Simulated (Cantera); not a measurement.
Input: 1 mol CH₃SiH₃, 0.031 mol C₂H₂, a varied amount of H₂, held at 2623.15 K and 0.100 bar.

These are equilibrium values from Cantera (NASA tables, ideal gas, pure condensed phases), not measurements of a reactor. Candidate condensed phases: C, C₆H₆, C₇H₈, C₈H₁₈, Si, SiC; 87 gas species. The feed counts by its element totals alone. Gases not in the tables: Si₂H₆ and higher silanes. Kinetics and transport are ignored.

**Question.** At 280 mol H₂, list the 5 most abundant gas species with their mole fractions, and the condensed phases.

**Answer.** H₂ 0.871, H 0.124, Si 0.00293, C₂H₂ (acetylene) 0.00160, SiH 0.000191. Condensed: gas only.
